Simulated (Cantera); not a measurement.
## borazine + H₂O (boron, boron nitride and boron oxide)

Charge: 1 mol borazine, 3.5 mol H₂O, at 13300 Pa.

Equilibrium computed with Cantera from the NASA thermochemical tables; the gas is ideal and each condensed phase is pure. Candidate condensed phases: B, BN, B₂O₃, B₃O₃H₃, H₂O; 39 gas species. The feed counts by its element totals alone. Mutual solubility and eutectic melting of coexisting phases are not modelled. The tables' values for BH₂ are old estimates; treat these amounts as uncertain. Gases not in the tables: H₃BO₃. Equilibrium is a limit: real reactors are often held back by kinetics, nucleation or transport.

From 1075 K to 1875 K the condensed part is BN(s) + B₂O₃(l). At 1975 K the condensed part is BN(s). From 2075 K to 2275 K nothing is condensed.

| T (K) | x H₂ | x N₂ | x HBO | x B₂O₃ | x B₂O₂ | x BO | x HBO₂ | x H | n BN(s) | n B₂O₃(l) |
|---|---|---|---|---|---|---|---|---|---|---|
| 1075 | 0.846 | 0.152 | 7.56e-8 | 7.02e-10 | <1e-12 | <1e-12 | 1.43e-5 | 3.70e-8 | 0.678 | 1.16 |
| 1175 | 0.846 | 0.152 | 1.21e-6 | 2.99e-8 | 4.01e-11 | 2.04e-11 | 7.21e-5 | 3.09e-7 | 0.677 | 1.16 |
| 1275 | 0.846 | 0.152 | 1.24e-5 | 6.90e-7 | 2.78e-9 | 1.03e-9 | 0.000276 | 1.86e-6 | 0.677 | 1.16 |
| 1375 | 0.846 | 0.151 | 8.96e-5 | 9.86e-6 | 1.02e-7 | 2.89e-8 | 0.000858 | 8.63e-6 | 0.678 | 1.16 |
| 1475 | 0.844 | 0.151 | 0.000491 | 9.67e-5 | 2.28e-6 | 5.13e-7 | 0.00225 | 3.26e-5 | 0.680 | 1.15 |
| 1575 | 0.840 | 0.151 | 0.00215 | 0.000699 | 3.37e-5 | 6.26e-6 | 0.00517 | 0.000104 | 0.683 | 1.12 |
| 1675 | 0.826 | 0.149 | 0.00779 | 0.00394 | 0.000359 | 5.62e-5 | 0.0106 | 0.000289 | 0.680 | 1.05 |
| 1775 | 0.786 | 0.147 | 0.0239 | 0.0181 | 0.00290 | 0.000392 | 0.0195 | 0.000703 | 0.646 | 0.833 |
| 1875 | 0.673 | 0.141 | 0.0617 | 0.0698 | 0.0188 | 0.00222 | 0.0314 | 0.00147 | 0.463 | 0.0398 |
| 1975 | 0.638 | 0.150 | 0.0911 | 0.0546 | 0.0368 | 0.00635 | 0.0194 | 0.00299 | 0.198 | 0 |
| 2075 | 0.612 | 0.156 | 0.111 | 0.0386 | 0.0489 | 0.0140 | 0.0130 | 0.00571 | 0 | 0 |
| 2175 | 0.604 | 0.155 | 0.111 | 0.0367 | 0.0438 | 0.0237 | 0.0143 | 0.0104 | 0 | 0 |
| 2275 | 0.593 | 0.154 | 0.109 | 0.0344 | 0.0380 | 0.0376 | 0.0157 | 0.0179 | 0 | 0 |
x: gas mole fraction; n: condensed amount in mol.
